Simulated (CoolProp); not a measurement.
500 sccm (0 °C, 1 atm) of nitrogen bubbles through liquid the fluoroketone C6F12O (FK-5-1-12) at 278.2 K and leaves saturated at a total pressure of 0.15 MPa (ideal gas phase). Each further row changes one setting.

Values from CoolProp's reference Helmholtz-energy equation of state, McLinden 2015.

```
case                      vapour pressure (kPa)  mole fraction of vapour  delivery (mg/min)  delivery (sccm)  change of delivery for a bath 1 K warmer (%)
------------------------  ---------------------  -----------------------  -----------------  ---------------  --------------------------------------------
as stated                                  16.2               (withheld)                851       (withheld)                                    (withheld)
bath temperature 283.2 K                   20.6               (withheld)               1120       (withheld)                                           5.7
total pressure 0.3 MPa                     16.2                   0.0538         (withheld)       (withheld)                                           5.4
```

Question: What belongs in the gaps?

Answer: 
- as stated, mole fraction of vapour: 0.108
- as stated, delivery (sccm): 60.3
- as stated, change of delivery for a bath 1 K warmer (%): 5.8
- bath temperature 283.2 K, mole fraction of vapour: 0.138
- bath temperature 283.2 K, delivery (sccm): 79.8
- total pressure 0.3 MPa, delivery (mg/min): 401
- total pressure 0.3 MPa, delivery (sccm): 28.5
